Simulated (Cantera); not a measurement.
Cantera with NASA thermochemical tables; ideal gases at 1 bar, condensed phases pure. Values are per mole of reaction as written; species without (g) are pure solids or liquids, kept so even where they would boil at 1 bar.

Mg + 2 HI(g) ⇌ MgI2 + H2(g), with ΔH° = -419.6 kJ and ΔS° = -185.2 J/K at 300 K.

### Question
How far is the shortcut ΔG° ≈ ΔH°(300 K) − T·ΔS°(300 K) from the full temperature-dependent value at 423, 448, 473, 498, 523, 548, 573 K?

### Answer
```tsv
T (K)	shortcut (kJ)	full (kJ)	difference (kJ)	difference in log10 K
423	-341.3	-341.8	0.5	-0.06
448	-336.7	-337.3	0.7	-0.08
473	-332.0	-333.0	0.9	-0.10
498	-327.4	-328.6	1.2	-0.13
523	-322.8	-324.3	1.5	-0.15
548	-318.1	-320.0	1.8	-0.17
573	-313.5	-315.7	2.2	-0.20
```
The shortcut ignores the heat-capacity change of the reaction.
